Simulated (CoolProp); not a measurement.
The fluid at 293.15 K and 3.44 MPa (gas) is heated at constant pressure to 453.4 K. The same conditions are run with several fluids, on thermodynamics alone (safety and materials aside).

The numbers come from the reference Helmholtz-energy equation of state of each fluid (CF4 (R14): Platzer 1990; carbon monoxide: Lemmon 2006; methane: Setzmann 1991) in CoolProp. The equations of Platzer and Polt are older, rougher fits.

Task: Rank CF4 (R14), carbon monoxide, methane by heat (kJ/kg), highest first.

Result: methane (413), carbon monoxide (174), CF4 (R14) (135)

| fluid | final density (kg/m³) |
|---|---|
| CF4 (R14) | 81.0 |
| carbon monoxide | 25.2 |
| methane | 14.7 |
